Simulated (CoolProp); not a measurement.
Vapour-liquid equilibrium of R1234yf (1) + isobutane (2) at 0.0132 MPa; x and y are mole fractions of (1).

Model: multi-fluid Helmholtz-energy mixture model, Lemmon 2022 and Bücker 2006; pair parameters Bell 2016, in CoolProp.

```json
[
 {"x": "0.05", "bubble temperature, mixture model (K)": "213.1", "bubble temperature, Raoult's law (K)": "217.9", "y, mixture model": "0.329", "y, Raoult's law": "0.106"},
 {"x": "0.15", "bubble temperature, mixture model (K)": "208.1", "bubble temperature, Raoult's law (K)": "216.1", "y, mixture model": "0.548", "y, Raoult's law": "0.285"},
 {"x": "0.25", "bubble temperature, mixture model (K)": "206.3", "bubble temperature, Raoult's law (K)": "214.4", "y, mixture model": "0.621", "y, Raoult's law": "0.430"},
 {"x": "0.35", "bubble temperature, mixture model (K)": "205.5", "bubble temperature, Raoult's law (K)": "212.9", "y, mixture model": "0.654", "y, Raoult's law": "0.550"},
 {"x": "0.45", "bubble temperature, mixture model (K)": "205.1", "bubble temperature, Raoult's law (K)": "211.5", "y, mixture model": "0.675", "y, Raoult's law": "0.651"},
 {"x": "0.55", "bubble temperature, mixture model (K)": "204.9", "bubble temperature, Raoult's law (K)": "210.3", "y, mixture model": "0.694", "y, Raoult's law": "0.737"},
 {"x": "0.65", "bubble temperature, mixture model (K)": "204.7", "bubble temperature, Raoult's law (K)": "209.1", "y, mixture model": "0.719", "y, Raoult's law": "0.810"},
 {"x": "0.75", "bubble temperature, mixture model (K)": "204.6", "bubble temperature, Raoult's law (K)": "208.1", "y, mixture model": "0.757", "y, Raoult's law": "0.873"},
 {"x": "0.85", "bubble temperature, mixture model (K)": "204.7", "bubble temperature, Raoult's law (K)": "207.1", "y, mixture model": "0.817", "y, Raoult's law": "0.929"},
 {"x": "0.95", "bubble temperature, mixture model (K)": "205.2", "bubble temperature, Raoult's law (K)": "206.2", "y, mixture model": "0.921", "y, Raoult's law": "0.978"}
]
```

The largest gap from Raoult's law is -8.1 K in bubble temperature, at x = 0.25. y crosses x between x = 0.75 and 0.85: the model has an azeotrope there.

The pair parameters rest on a limited set of measurements; away from them the model extrapolates.
